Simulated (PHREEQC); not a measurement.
A PHREEQC input (ion-association model, phreeqc.dat):

```
SOLUTION 1
  temp 298.15
  units mg/L
  pH 6.35
  pe -1.6
  Na 0.0137
  K 0.00176
  Ca 0.162
  Mg 0.0203
  Cl 0.0418
  S(6) 0.0901 as SO4
  Alkalinity 0.474 as HCO3
  Br 0.00845
  Li 0.000203
END
USE solution 1
EQUILIBRIUM_PHASES 1
  Gypsum 0 0
  CO2(g) -3.4 10
END
```

It stops with these messages:

```
WARNING: Maximum iterations exceeded, 100
WARNING: Maximum iterations exceeded, 100
WARNING: The program has failed to converge to a numerical solution.
ERROR:           Alkalinity has not converged. Total: 7.768066e-06	Calculated: 1.141478e-05	Residual: -3.646709e-06
ERROR: Is non-carbonate alkalinity greater than total alkalinity?
ERROR:                   Br has not converged. Total: 1.057520e-07	Calculated: 1.066557e-07	Residual: -9.037071e-10
ERROR:                   Ca has not converged. Total: 4.041919e-06	Calculated: 5.714003e-07	Residual: 3.470519e-06
ERROR:                   Cl has not converged. Total: 1.179027e-06	Calculated: 1.189094e-06	Residual: -1.006733e-08
ERROR:                    K has not converged. Total: 4.501052e-08	Calculated: 4.539719e-08	Residual: -3.866708e-10
ERROR:                   Li has not converged. Total: 2.925496e-08	Calculated: 2.950412e-08	Residual: -2.491610e-10
ERROR:                   Mg has not converged. Total: 8.349793e-07	Calculated: 2.357082e-08	Residual: 8.114085e-07
ERROR:                   Na has not converged. Total: 5.959169e-07	Calculated: 6.010090e-07	Residual: -5.092021e-09
ERROR:                 S(6) has not converged. Total: 9.379172e-07	Calculated: 1.094939e-06	Residual: -1.570217e-07
ERROR:                   Mu Ionic strength has not converged. 	Residual: -9.036737e-07
ERROR:               A(H2O) Activity of water has not converged. 	Residual: 2.985644e-07
ERROR: Model failed to converge for initial solution  1.
```

Q: Find the cause and the fix.

A: The fault: the temperature typed in kelvin. The line should read `temp 25` where the input has `temp 298.15`. With the mend the run ends at pH 6.15 and ionic strength 1.72e-5 mol/kgw.
